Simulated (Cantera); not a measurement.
A perfectly stirred reactor is fed with H₂ : O₂ : N₂ : NO = 1 : 1.14 : 6.02 : 0.023 (molar parts), at 10.9 atm; it is adiabatic with a 800 K inlet, and is followed from long to short residence time, starting on the burning branch (τ in s: 0.072, 0.021, 0.0061, 0.0018, 0.00051, 0.00015, 4.3e-05, 1.3e-05, 3.7e-06).

Detailed kinetics in Cantera: GRI-Mech 3.0 (53 species, 325 reactions). The hydrogen kinetics of GRI-Mech 3.0 are dated; newer H2 mechanisms differ, most at raised pressure. The mechanism lacks 2 NO + O2 → 2 NO2 and HONO, so NO2 and the effect of NO are under-described below about 1400 K.

Question: What does this change do: inlet temperature 800 to 448 K?

Answer: 
```
quantity                                                                      before                                 after
------------------------------------------------  ----------------------------------  ------------------------------------
blow-out, bracketed by the residence times tried  burning at 13.0 µs, out at 3.70 µs  burning at 0.510 ms, out at 0.150 ms
x(H₂) at τ = 72.0 ms                                                         2.44e-5                              0.000142
x(O₂) at τ = 72.0 ms                                                          0.0832                                0.0832
x(NO) at τ = 72.0 ms                                                         0.00296                               0.00266
x(N₂O) at τ = 72.0 ms                                                        6.45e-7                               1.62e-6
x(NO₂) at τ = 72.0 ms                                                        2.79e-5                              0.000315
x(H₂) at τ = 0.510 ms                                                       0.000760                               0.00844
x(O₂) at τ = 0.510 ms                                                         0.0833                                0.0870
x(NO) at τ = 0.510 ms                                                        0.00292                               0.00238
x(N₂O) at τ = 0.510 ms                                                       4.12e-6                               7.48e-5
x(NO₂) at τ = 0.510 ms                                                       5.96e-5                              0.000340
```

Question: What does this change do: pressure from 10.9 atm to 6.91 atm?

Answer: 
| quantity | before | after |
|---|---|---|
| blow-out, bracketed by the residence times tried | burning at 13.0 µs, out at 3.70 µs | burning at 13.0 µs, out at 3.70 µs |
| x(H₂) at τ = 72.0 ms | 2.44e-5 | 3.24e-5 |
| x(O₂) at τ = 72.0 ms | 0.0832 | 0.0832 |
| x(NO) at τ = 72.0 ms | 0.00296 | 0.00297 |
| x(N₂O) at τ = 72.0 ms | 6.45e-7 | 6.58e-7 |
| x(NO₂) at τ = 72.0 ms | 2.79e-5 | 2.36e-5 |
| x(H₂) at τ = 0.510 ms | 0.000760 | 0.000890 |
| x(O₂) at τ = 0.510 ms | 0.0833 | 0.0831 |
| x(NO) at τ = 0.510 ms | 0.00292 | 0.00295 |
| x(N₂O) at τ = 0.510 ms | 4.12e-6 | 3.41e-6 |
| x(NO₂) at τ = 0.510 ms | 5.96e-5 | 3.42e-5 |

Question: What does this change do: N2 6.02 to 3.9 parts?

Answer: 
```
quantity                                                                      before                                   after
------------------------------------------------  ----------------------------------  --------------------------------------
blow-out, bracketed by the residence times tried  burning at 13.0 µs, out at 3.70 µs  burning at 3.70 µs, the shortest tried
x(H₂) at τ = 72.0 ms                                                         2.44e-5                                 5.38e-5
x(O₂) at τ = 72.0 ms                                                          0.0832                                   0.115
x(NO) at τ = 72.0 ms                                                         0.00296                                 0.00425
x(N₂O) at τ = 72.0 ms                                                        6.45e-7                                 9.73e-7
x(NO₂) at τ = 72.0 ms                                                        2.79e-5                                 1.81e-5
x(H₂) at τ = 0.510 ms                                                       0.000760                                0.000501
x(O₂) at τ = 0.510 ms                                                         0.0833                                   0.114
x(NO) at τ = 0.510 ms                                                        0.00292                                 0.00410
x(N₂O) at τ = 0.510 ms                                                       4.12e-6                                 2.59e-6
x(NO₂) at τ = 0.510 ms                                                       5.96e-5                                 3.20e-5
```
